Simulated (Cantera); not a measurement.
# Boron, boron nitride and boron oxide: B2O3 + O2 + N2 + NH3

Feed: 1 mol B2O3, 1.7 mol O2, 0.23 mol N2, 21 mol NH3, equilibrated at 12000 Pa.

Cantera equilibrium calculation (NASA polynomials, part measured and part estimated; ideal gas, pure solids and liquids). Candidate condensed phases: B, BN, B2O3, B3O3H3, H2O; 39 gas species. Kinetics and transport are ignored.

From 1873 K to 2423 K nothing is condensed. The main B-bearing gas is HBO2 throughout.

| T (K) | x H2 | x N2 | x H2O | x HBO2 | x H | x HBO | x BO |
|---|---|---|---|---|---|---|---|
| 1873 | 0.647 | 0.248 | 0.0593 | 0.0401 | 0.00150 | 0.00152 | 5.78e-5 |
| 1923 | 0.646 | 0.248 | 0.0598 | 0.0395 | 0.00219 | 0.00180 | 9.51e-5 |
| 1973 | 0.645 | 0.248 | 0.0602 | 0.0389 | 0.00313 | 0.00210 | 0.000152 |
| 2023 | 0.644 | 0.248 | 0.0607 | 0.0382 | 0.00440 | 0.00244 | 0.000236 |
| 2073 | 0.642 | 0.247 | 0.0612 | 0.0375 | 0.00608 | 0.00279 | 0.000359 |
| 2123 | 0.640 | 0.247 | 0.0617 | 0.0367 | 0.00828 | 0.00316 | 0.000531 |
| 2173 | 0.637 | 0.247 | 0.0622 | 0.0359 | 0.0111 | 0.00355 | 0.000769 |
| 2223 | 0.633 | 0.246 | 0.0628 | 0.0350 | 0.0147 | 0.00393 | 0.00109 |
| 2273 | 0.629 | 0.246 | 0.0634 | 0.0340 | 0.0192 | 0.00432 | 0.00151 |
| 2323 | 0.623 | 0.245 | 0.0639 | 0.0330 | 0.0248 | 0.00468 | 0.00205 |
| 2373 | 0.617 | 0.244 | 0.0645 | 0.0318 | 0.0317 | 0.00502 | 0.00274 |
| 2423 | 0.609 | 0.243 | 0.0651 | 0.0305 | 0.0399 | 0.00532 | 0.00357 |
x: gas mole fraction; nothing condenses.
